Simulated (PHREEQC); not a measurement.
Solution (25 °C): 6.5 mmol/kgw (NH4)2SiF6. Closed to the air; pH follows from the charge balance.

Computed with PHREEQC (ion-association model, wateq4f.dat).

This is a speciation only: nothing precipitates in the calculation.

Estimate the pH.

pH 3.19.

In which forms is Si present?

SiF6-2 91 %, H4SiO4 9.2 % of the Si.

Examples of supersaturated solids here: Quartz (slow to form), Chalcedony (slow to form). Others may be too. SiF6-2 is the database's only silicon fluoride.
